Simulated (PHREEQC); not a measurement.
A solution holds 11 mmol/kgw KHCO3 and 1.8 mmol/kgw NaOH, at 25 °C. Closed to the air; pH follows from the charge balance.

Equilibrium calculation in PHREEQC: Pitzer model, pitzer.dat.

Each row changes one thing in this solution. No solid was allowed to form.

```
case                                              pH  ionic strength (mol/kgw)
---------------------------------------------  -----  ------------------------
as made                                         9.46                    0.0146
NaOH left out                                      ?                    0.0111
temperature from 25 to 45 °C                    9.30                    0.0145
NaOH from 0.0018 to 0.0009 mol/kgw              9.13                         ?
0.0057 mol/kgw Na2CO3 added                        ?                         ?
diluted 2-fold with water                       9.49                   0.00727
KHCO3 left out                                 11.23                   0.00180
KHCO3 replaced by K2SiO3 at the same molality      ?                    0.0249
NaOH from 0.0018 to 0.018 mol/kgw              11.78                    0.0398
```

Problem. Some entries are withheld; supply them.

Solution. 
- NaOH left out, pH: 8.24
- NaOH from 0.0018 to 0.0009 mol/kgw, ionic strength (mol/kgw): 0.0128
- 0.0057 mol/kgw Na2CO3 added, pH: 9.99
- 0.0057 mol/kgw Na2CO3 added, ionic strength (mol/kgw): 0.0316
- KHCO3 replaced by K2SiO3 at the same molality, pH: 12.00

At this temperature some constants are extrapolated from 25 °C, and those without enthalpy data are left unchanged.
